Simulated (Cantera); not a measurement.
An isothermal, constant-pressure homogeneous reactor starts with CH4 : N2 = 1 : 2.3 (molar parts), at 1073 K and 0.132 atm. Integrator tolerance rtol = 1e-08.

Cantera simulation using GRI-Mech 3.0 (53 species, 325 reactions); the numbers are that mechanism's predictions, not measurements. GRI-Mech 3.0 stops at C3 and has no aromatics, soot or wall deposition, so with more carbon than oxygen in the feed, carbon stays in small species such as C2H2 where larger ones or solid carbon would form.

Task: What does this change do: temperature 1073 to 1498 K?

Result: 
```
quantity                                             before                                    after
-----------------  ----------------------------------------  ---------------------------------------
x(CH4) at 40.0 s        0.303 (gas-phase equilibrium 0.212)  0.00954 (gas-phase equilibrium 0.00600)
x(HCN) at 40.0 s      <1e-12 (gas-phase equilibrium 0.0237)   3.78e-8 (gas-phase equilibrium 0.0904)
x(CH3) at 40.0 s    1.25e-7 (gas-phase equilibrium 4.79e-7)  1.54e-5 (gas-phase equilibrium 9.83e-6)
x(H2) at 40.0 s      3.09e-6 (gas-phase equilibrium 0.0952)      0.337 (gas-phase equilibrium 0.341)
x(C2H2) at 40.0 s   6.79e-10 (gas-phase equilibrium 0.0102)     0.111 (gas-phase equilibrium 0.0680)
x(C2H6) at 40.0 s  2.72e-6 (gas-phase equilibrium 0.000152)  7.25e-7 (gas-phase equilibrium 3.55e-7)
```
